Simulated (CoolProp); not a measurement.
Properties of R404A along the isobar 101 kPa.

Model: reference Helmholtz-energy equation of state, Lemmon 2003, in CoolProp. It is a pseudo-pure fit of the blend.

| T (°C) | phase | Joule-Thomson coefficient (K/MPa) | isothermal compressibility (1/MPa) | Prandtl number |
|---|---|---|---|---|
| -56.85 | liquid | -0.3111 | 0.001915 | 4.81 |
| -36.35 | gas | 40.80 | 10.33 | 0.872 |
| -31.25 | gas | 37.61 | 10.29 | 0.859 |
| -26.05 | gas | 34.66 | 10.26 | 0.848 |
| -20.95 | gas | 32.06 | 10.23 | 0.838 |
| -15.85 | gas | 29.70 | 10.20 | 0.830 |
| -10.75 | gas | 27.58 | 10.18 | 0.823 |
| -5.55 | gas | 25.62 | 10.16 | 0.817 |
| -0.45 | gas | 23.89 | 10.14 | 0.812 |
| 4.65 | gas | 22.32 | 10.12 | 0.808 |
| 9.85 | gas | 20.88 | 10.11 | 0.804 |
| 14.95 | gas | 19.58 | 10.09 | 0.801 |
| 20.05 | gas | 18.41 | 10.08 | 0.798 |

Viscosity comes from a separate model (Geller 2000). Thermal conductivity comes from a separate model (Geller 2001).
